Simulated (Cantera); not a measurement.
An isothermal, constant-pressure homogeneous reactor starts with NO : N2 : H2O = 1 : 0.82 : 0.06 (molar parts), at 1475 K and 0.132 atm.

Detailed kinetics in Cantera: GRI-Mech 3.0 (53 species, 325 reactions).

Predict: x(NO) at 100 s; x(N2) at 100 s; x(O2) at 100 s; x(N2O) at 100 s; x(O) at 100 s; x(NO2) at 100 s.


```json
{
  "x(NO) at 100 s": "0.486 (gas-phase equilibrium 0.00115)",
  "x(N2) at 100 s": "0.459 (gas-phase equilibrium 0.702)",
  "x(O2) at 100 s": "0.0228 (gas-phase equilibrium 0.265)",
  "x(N2O) at 100 s": "6.17e-5 (gas-phase equilibrium 2.45e-8)",
  "x(O) at 100 s": "1.29e-6 (gas-phase equilibrium 4.08e-6)",
  "x(NO2) at 100 s": "0.000341 (gas-phase equilibrium 2.73e-6)"
}
```
